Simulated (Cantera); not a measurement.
An adiabatic, constant-volume homogeneous reactor starts with CH4 : O2 : N2 = 1 : 1.43 : 5.37 (molar parts), equivalence ratio 1.4, at 1225 K and 5.82 atm. Integrator tolerance rtol = 1e-08.

Model: GRI-Mech 3.0 (53 species, 325 reactions), integrated in Cantera.

Q: What does this change do: initial temperature 1225 to 1050 K?

A: 
```csv
quantity,before,after
time of steepest temperature rise,6.90 ms,77.0 ms
temperature at 0.100 s,2954 K,2863 K
equilibrium temperature,2954 K,2863 K
x(CH4) at 0.100 s,1.38e-11 (gas-phase equilibrium 1.59e-11),2.14e-11 (gas-phase equilibrium 2.45e-11)
x(O2) at 0.100 s,0.000891 (gas-phase equilibrium 0.000891),0.000442 (gas-phase equilibrium 0.000442)
x(C2H2) at 0.100 s,<1e-12 (gas-phase equilibrium <1e-12),<1e-12 (gas-phase equilibrium <1e-12)
x(NO2) at 0.100 s,4.04e-7 (gas-phase equilibrium 4.04e-7),2.03e-7 (gas-phase equilibrium 2.03e-7)
x(N2O) at 0.100 s,5.25e-7 (gas-phase equilibrium 5.25e-7),3.49e-7 (gas-phase equilibrium 3.49e-7)
```
